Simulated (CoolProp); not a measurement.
Computed with CoolProp (reference Helmholtz-energy equation of state, McLinden 2015).

Q: For the fluoroketone C6F12O (FK-5-1-12), give the phase and the density (kg/m³), fugacity coefficient at 403.5 K and 20.2 bar.

A: 
- 403.5 K and 20.2 bar: liquid; density 1230, fugacity coefficient 0.370
